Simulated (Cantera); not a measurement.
Charge: 1 mol Cu, 0.049 mol CO2, 16 mol H2, equilibrated at 173 Torr.

These are equilibrium values from Cantera (NASA tables, ideal gas, pure condensed phases), not measurements of a reactor. Candidate condensed phases: C, C6H6, C7H8, C8H18, Cu, CuO, Cu(OH)2, Cu2O, H2O; 113 gas species. Rates play no part. All values below are at 1075 °C.

Base state: H2 0.994, H2O 0.00305, CO 0.00305 (mole fractions); condensed: Cu(s).

**Question.** What changes in the equilibrium state with this change: Cu replaced by Si?

**Answer.** 
```
species               before     after
-------------------  -------  --------
H2                     0.994     1.000
SiO                        0  0.000103
CO                   0.00305   1.51e-6
H2O                  0.00305   5.37e-7
Cu(s), mol             1.000         0
Si(s), mol                 0     0.901
SiC(s), mol                0    0.0489
SiO2(β-quartz), mol        0    0.0482
```
Mutual solubility and eutectic melting of coexisting phases are not modelled. The tables hold silica as quartz up to 1696 K and as liquid above; real silica turns to tridymite and cristobalite and melts near 1996 K. Further candidate phases: Si, SiC, SiO2.
